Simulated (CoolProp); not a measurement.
Properties of carbonyl sulfide along the isotherm 419 K.

Computed with CoolProp (reference Helmholtz-energy equation of state, Lemmon 2006). It is a short technical equation, of lower accuracy than the large ones.

```tsv
p (MPa)	phase	Z	cp (kJ/(kg K))	fugacity coefficient
0.398	gas	0.9846	0.7871	0.9848
0.796	gas	0.9689	0.8011	0.9696
1.19	gas	0.9530	0.8162	0.9547
1.59	gas	0.9365	0.8329	0.9397
1.99	gas	0.9196	0.8512	0.9247
2.39	gas	0.9024	0.8715	0.9098
2.79	gas	0.8847	0.8939	0.8950
3.18	gas	0.8670	0.9182	0.8806
```
